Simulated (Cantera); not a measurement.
Input (Python, Cantera) and output of one run.

```python
import numpy as np
import cantera as ct

gas_names = """
    N NO NO2 NO3 N2 N2O O O2 O3 Si SiN SiO SiO2 Si2 Si2N Si3
""".split()
cond_names = """
    Si(cr) Si(L) SiO2(Lqz) SiO2(hqz) SiO2(L) Si2N2O(s) Si3N4(a)
""".split()


def load(file, names, dense=False):
    # The tables refer to 1 bar. Condensed volumes are neglected.
    table = {s.name: s for s in ct.Species.list_from_file(file)}
    out = []
    for n in names:
        d = dict(table[n].input_data)
        d["thermo"] = dict(d["thermo"], **{"reference-pressure": 1e5})
        if dense:
            d["equation-of-state"] = {"model": "constant-volume", "density": "1e6 g/cm^3"}
        out.append(ct.Species.from_dict(d))
    return out


gas = ct.Solution(thermo="ideal-gas", species=load("nasa_gas.yaml", gas_names))
cond = {s.name: ct.Solution(thermo="fixed-stoichiometry", species=[s], name=s.name)
        for s in load("nasa_condensed.yaml", cond_names, dense=True)}
atoms = {
    'Si3N4': {'Si': 3, 'N': 4},
    'O2': {'O': 2},
}
top_T = {'Si2N2O(s)': 2100, 'Si3N4(a)': 2400}  # K; cautious upper limits of use, not melting points


def equilibrate(T, P, feed):
    n = {}
    for name, mol in feed.items():
        for a, k in atoms[name].items():
            n[a] = n.get(a, 0.0) + k * mol
    gas.TPX = T, P, n
    mass = sum(n.values()) * gas.mean_molecular_weight
    gas.equilibrate("TP")
    valid = [c for c in cond.values() if c.min_temp <= T <= top_T.get(c.name, c.max_temp)]
    mix = ct.Mixture([(gas, mass / gas.mean_molecular_weight)] + [(c, 0.0) for c in valid])
    mix.T, mix.P = T, P
    mix.equilibrate("TP", solver="vcs", rtol=1e-11, max_steps=5000)
    return mix


results = []
feed = {'Si3N4': 1, 'O2': 0.19}  # mol
T = 1675  # K
P = 100000  # Pa
mix = equilibrate(T, P, feed)
results.append((T, P, feed, dict(zip(mix.species_names, mix.species_moles))))
x = sorted(zip(gas.X, gas.species_names), reverse=True)
print(f"T = {T:g} K  P = {P:g} Pa  gas = {mix.phase_moles(0):.4g} mol")
print("   x: " + "  ".join(f"{s} {v:.3e}" for v, s in x if v > 0.001))
print("   condensed (mol): " + ("  ".join(f"{mix.phase(i).name} {mix.phase_moles(i):.4g}"
      for i in range(1, mix.n_phases) if mix.phase_moles(i) > 1e-12) or "none"))
```

Output:

```
T = 1675 K  P = 100000 Pa  gas = 0.1267 mol
   x: N2 1.000e+00
   condensed (mol): Si2N2O(s) 0.38  Si3N4(a) 0.7467
```

Cantera equilibrium calculation (NASA polynomials, part measured and part estimated; ideal gas, pure solids and liquids). Mutual solubility and eutectic melting of coexisting phases are not modelled.
